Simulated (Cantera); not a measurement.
A closed system holds: 1 mol SiH4, 1.5 mol H2O, 0.43 mol H2, equilibrated at 852 °C and 0.0133 bar.

Equilibrium computed with Cantera from the NASA thermochemical tables; the gas is ideal and each condensed phase is pure. Candidate condensed phases: H2O, Si, SiO2; 18 gas species. Mutual solubility and eutectic melting of coexisting phases are not modelled. Kinetics and transport are ignored.

Base state: H2 1.000 (mole fractions); condensed: Si(s) + SiO2(β-quartz).

What changes in the equilibrium state with this change: temperature from 852 °C to 1152 °C?


```
species               before    after
-------------------  -------  -------
H2                     1.000    0.991
SiO                  4.01e-6  0.00921
H                    3.85e-7  5.88e-5
Si(s), mol             0.250    0.232
SiO2(β-quartz), mol    0.750    0.732
```
The tables hold silica as quartz up to 1696 K and as liquid above; real silica turns to tridymite and cristobalite and melts near 1996 K.
